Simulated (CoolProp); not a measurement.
Vapour-liquid equilibrium of CHF3 (R23) (1) + R152A (2) at 2.28 bar; x and y are mole fractions of (1).

Values from CoolProp's multi-fluid Helmholtz-energy mixture model, Penoncello 2003 and Outcalt 1996; pair parameters Bell 2016.

```
x     bubble temperature (K)  y at the bubble point  dew temperature at overall composition x (K)  liquid density (mol/L)
----  ----------------------  ---------------------  --------------------------------------------  ----------------------
0.05                   261.0             (withheld)                                    (withheld)                   15.04
0.2                    242.6                  0.720                                    (withheld)                   16.04
0.35                   230.6                  0.873                                    (withheld)                   16.88
0.5                    222.2                  0.938                                    (withheld)                   17.63
0.65                   216.0                  0.970                                         246.5                   18.33
0.8                    211.3                  0.987                                         237.1                   18.99
0.95                   207.6                  0.998                                         220.1                   19.60
```

Some entries are withheld; supply them.


- 0.05, y at the bubble point: 0.290
- 0.05, dew temperature at overall composition x (K): 267.9
- 0.2, dew temperature at overall composition x (K): 263.7
- 0.35, dew temperature at overall composition x (K): 259.0
- 0.5, dew temperature at overall composition x (K): 253.4

No azeotrope shows between x = 0.05 and 0.95.

The pair parameters rest on a limited set of measurements; away from them the model extrapolates.
